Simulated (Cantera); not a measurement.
A closed system holds: 1 mol SiCl4, 4.7 mol H2, held at 802 °C and 2.60 bar.

Cantera equilibrium calculation (NASA polynomials, part measured and part estimated; ideal gas, pure solids and liquids). Candidate condensed phases: Si; 19 gas species. The tables' values for SiCl3 are old estimates; treat these amounts as uncertain. Equilibrium is a limit: real reactors are often held back by kinetics, nucleation or transport.

Base state: H2 0.786, SiCl4 0.138, HCl 0.0385, SiHCl3 0.0351, SiCl3 0.00105, SiH2Cl2 0.00104, SiCl2 0.000125 (mole fractions); condensed: gas only.

**Question.** What changes in the equilibrium state with this change: pressure from 2.60 bar to 0.133 bar?

**Answer.** 
```csv
species,before,after
H2,0.786,0.784
SiCl4,0.138,0.136
HCl,0.0385,0.0417
SiHCl3,0.0351,0.0317
SiCl3,0.00105,0.00418
SiCl2,0.000125,0.00204
SiH2Cl2,0.00104,0.000866
```
